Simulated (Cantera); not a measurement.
A freely propagating, adiabatic, planar premixed flame of H2 : O2 : N2 = 1 : 0.417 : 1.54 (molar parts), equivalence ratio 1.2, unburnt at 375 K and 14000 Pa; mixture-averaged transport, grid criteria slope 0.08 and curve 0.16, no radiation.

Detailed kinetics in Cantera: the H2/O2 subset of GRI-Mech 3.0, which has no nitrogen chemistry. Burning velocities carry a grid error of a few per cent, more on coarse grids.

What does this change do: O2 0.417 to 0.32 parts?


| quantity | before | after |
|---|---|---|
| laminar burning velocity | 314 cm/s | 276 cm/s |
| thermal thickness | 5.22 mm | 5.27 mm |
| peak x(H) | 0.0951 | 0.0937 |
| peak x(HO2) | 0.000122 | 0.000101 |
| peak x(O) | 0.0108 | 0.00512 |

What does this change do: inlet temperature 375 to 573 K?


```
quantity                    before     after
------------------------  --------  --------
laminar burning velocity  314 cm/s  604 cm/s
thermal thickness          5.22 mm   5.88 mm
peak x(H)                   0.0951     0.109
peak x(HO2)               0.000122   5.70e-5
peak x(O)                   0.0108    0.0132
```
